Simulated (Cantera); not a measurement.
Input: 1 mol MgSO4, 0.64 mol C, 0.076 mol CO2, equilibrated at 827 °C and 260000 Pa.

These are equilibrium values from Cantera (NASA tables, ideal gas, pure condensed phases), not measurements of a reactor. Candidate condensed phases: C, Mg, MgCO3, MgO, MgS, MgSO4, S; 26 gas species. Gases not in the tables: S3 to S7. The numbers say what is thermodynamically allowed, not how fast it happens.

Base state: SO2 0.522, CO2 0.433, S2 0.0384, S2O 0.00444, CO 0.00133, COS 0.000673, SO 6.27e-5 (mole fractions); condensed: MgO(s).

Q: What changes in the equilibrium state with this change: temperature from 827 °C to 1577 °C?

A: 
```
species       before    after
-----------  -------  -------
SO2            0.522    0.542
CO2            0.433    0.351
CO           0.00133   0.0742
SO           6.27e-5   0.0115
S2            0.0384   0.0181
S            8.93e-9  9.19e-5
S2O          0.00444  0.00217
MgO(s), mol     1.00     1.00
```

Q: What changes in the equilibrium state with this change: temperature from 827 °C to 1227 °C?

A: 
```csv
species,before,after
SO2,0.522,0.529
CO2,0.433,0.409
S2,0.0384,0.0329
CO,0.00133,0.0226
SO,6.27e-5,0.00210
S2O,0.00444,0.00356
"MgO(s), mol",1.00,1.00
```
